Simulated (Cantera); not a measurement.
Input (Python, Cantera) and output of one run.

```python
import numpy as np
import cantera as ct

gas_names = """
    Cs CsO CsOH Cs2 Cs2O Cs2O2H2 H HO2 H2 H2O H2O2 O OH O2 O3
""".split()
cond_names = """
    Cs(cr) Cs(L) CsOH(a) CsOH(b) CsOH(c) CsOH(L) H2O(s) H2O(L)
""".split()


def load(file, names, dense=False):
    # The tables refer to 1 bar. Condensed volumes are neglected.
    table = {s.name: s for s in ct.Species.list_from_file(file)}
    out = []
    for n in names:
        d = dict(table[n].input_data)
        d["thermo"] = dict(d["thermo"], **{"reference-pressure": 1e5})
        if dense:
            d["equation-of-state"] = {"model": "constant-volume", "density": "1e6 g/cm^3"}
        out.append(ct.Species.from_dict(d))
    return out


gas = ct.Solution(thermo="ideal-gas", species=load("nasa_gas.yaml", gas_names))
cond = {s.name: ct.Solution(thermo="fixed-stoichiometry", species=[s], name=s.name)
        for s in load("nasa_condensed.yaml", cond_names, dense=True)}
atoms = {
    'CsOH': {'Cs': 1, 'O': 1, 'H': 1},
    'H2': {'H': 2},
    'O2': {'O': 2},
}
top_T = {}  # K; cautious upper limits of use, not melting points


def equilibrate(T, P, feed):
    n = {}
    for name, mol in feed.items():
        for a, k in atoms[name].items():
            n[a] = n.get(a, 0.0) + k * mol
    gas.TPX = T, P, n
    mass = sum(n.values()) * gas.mean_molecular_weight
    gas.equilibrate("TP")
    valid = [c for c in cond.values() if c.min_temp <= T <= top_T.get(c.name, c.max_temp)]
    mix = ct.Mixture([(gas, mass / gas.mean_molecular_weight)] + [(c, 0.0) for c in valid])
    mix.T, mix.P = T, P
    mix.equilibrate("TP", solver="vcs", rtol=1e-11, max_steps=5000)
    return mix


results = []
feed = {'CsOH': 1, 'H2': 2.2, 'O2': 18}  # mol
P = 13332.2  # Pa
for T in [973, 1073, 1173, 1273, 1373, 1473, 1573, 1673, 1773, 1873, 1973, 2073, 2173, 2273]:
    mix = equilibrate(T, P, feed)
    results.append((T, P, feed, dict(zip(mix.species_names, mix.species_moles))))

top = {s: max(r[3][s] / sum(r[3][g] for g in gas_names) for r in results) for s in gas_names}
cols = sorted((s for s in top if top[s] > 0.001), key=lambda s: -top[s])[:9]
seen = [c for c in cond_names if any(r[3].get(c, 0) > 1e-12 for r in results)]
print("log10 of partial pressures in bar; condensed amounts in mol")
print(f"{'T/K':>10s}" + "".join(f"{s[:9]:>10s}" for s in cols + seen))
for T, P, feed, n in results:
    ng = sum(n[g] for g in gas_names)
    print(f"{T:10.4g}" + "".join(f"{np.log10(max(n[s] / ng * P / 1e5, 1e-99)):10.3f}" for s in cols)
          + "".join(f"{n.get(c, 0):10.4g}" for c in seen))
```

Output:

```
log10 of partial pressures in bar; condensed amounts in mol
       T/K        O2       H2O      CsOH        OH         O        Cs   Cs2O2H2
       973    -0.949    -1.835    -2.227    -7.660   -10.644    -9.288    -3.442
      1073    -0.950    -1.836    -2.186    -6.848    -9.380    -8.191    -4.229
      1173    -0.950    -1.836    -2.180    -6.173    -8.330    -7.311    -4.936
      1273    -0.950    -1.836    -2.179    -5.604    -7.444    -6.575    -5.540
      1373    -0.950    -1.836    -2.178    -5.117    -6.685    -5.949    -6.056
      1473    -0.950    -1.836    -2.179    -4.697    -6.029    -5.409    -6.502
      1573    -0.951    -1.836    -2.179    -4.330    -5.456    -4.938    -6.891
      1673    -0.951    -1.837    -2.181    -4.007    -4.951    -4.526    -7.235
      1773    -0.951    -1.838    -2.183    -3.721    -4.503    -4.162    -7.542
      1873    -0.952    -1.840    -2.189    -3.465    -4.102    -3.840    -7.822
      1973    -0.953    -1.842    -2.200    -3.237    -3.742    -3.556    -8.082
      2073    -0.954    -1.846    -2.217    -3.031    -3.417    -3.306    -8.333
      2173    -0.957    -1.851    -2.243    -2.846    -3.122    -3.089    -8.582
      2273    -0.961    -1.859    -2.283    -2.679    -2.854    -2.905    -8.838
```

Method: chemical equilibrium by Gibbs-energy minimisation in Cantera with the NASA 1993 tables (ideal gas, pure condensed phases).
